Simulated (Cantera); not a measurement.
**Equilibrium for thermal oxidation and active oxidation of silicon: Si + H₂O + H₂**

Input: 1 mol Si, 0.073 mol H₂O, 550 mol H₂, held at 0.0160 bar.

Method: chemical equilibrium by Gibbs-energy minimisation in Cantera with the NASA 1993 tables (ideal gas, pure condensed phases). Candidate condensed phases: H₂O, Si, SiO₂; 18 gas species. Mutual solubility and eutectic melting of coexisting phases are not modelled. The tables hold silica as quartz up to 1696 K and as liquid above; real silica turns to tridymite and cristobalite and melts near 1996 K. Gases not in the tables: Si₂H₆ and higher silanes. Equilibrium is a limit: real reactors are often held back by kinetics, nucleation or transport.

From 900 °C to 950 °C the condensed part is Si(s) + SiO₂(β-quartz). From 1000 °C to 1400 °C the condensed part is Si(s). From 1450 °C to 1500 °C the condensed part is Si(l). The main Si-bearing gas is SiO at 900 °C and Si at 1500 °C. The share of Si in condensed phases is highest at 900 °C (99.2 %) and lowest at 1500 °C (82.8 %).

```csv
T (°C),x H₂,x H,x Si,x SiO,x SiH₂,x SiH,x Si₂,x Si₃,n Si(s),n SiO₂(β-quartz),n Si(l)
900,1.000,9.32e-7,3.09e-11,1.51e-5,6.81e-9,7.01e-11,<1e-12,<1e-12,0.959,0.0323,0
950,1.000,2.38e-6,2.01e-10,6.42e-5,1.87e-8,3.30e-10,<1e-12,<1e-12,0.946,0.0188,0
1000,1.000,5.64e-6,1.13e-9,0.000133,4.76e-8,1.38e-9,<1e-12,<1e-12,0.927,0,0
1050,1.000,1.25e-5,5.54e-9,0.000133,1.13e-7,5.14e-9,1.68e-12,<1e-12,0.927,0,0
1100,1.000,2.63e-5,2.42e-8,0.000133,2.51e-7,1.74e-8,1.15e-11,1.56e-12,0.927,0,0
1150,1.000,5.25e-5,9.55e-8,0.000133,5.26e-7,5.41e-8,6.83e-11,1.05e-11,0.927,0,0
1200,1.000,0.000100,3.42e-7,0.000133,1.05e-6,1.56e-7,3.60e-10,6.16e-11,0.926,0,0
1250,1.000,0.000183,1.13e-6,0.000133,2.00e-6,4.16e-7,1.69e-9,3.21e-10,0.925,0,0
1300,1.000,0.000321,3.44e-6,0.000133,3.67e-6,1.05e-6,7.22e-9,1.50e-9,0.922,0,0
1350,0.999,0.000546,9.78e-6,0.000133,6.46e-6,2.48e-6,2.81e-8,6.39e-9,0.917,0,0
1400,0.999,0.000900,2.61e-5,0.000133,1.10e-5,5.58e-6,1.01e-7,2.48e-8,0.903,0,0
1450,0.998,0.00144,6.15e-5,0.000133,1.70e-5,1.12e-5,2.91e-7,7.24e-8,0,0,0.877
1500,0.997,0.00225,0.000133,0.000133,2.46e-5,2.08e-5,7.41e-7,1.79e-7,0,0,0.828
```
x: gas mole fraction; n: condensed amount in mol.
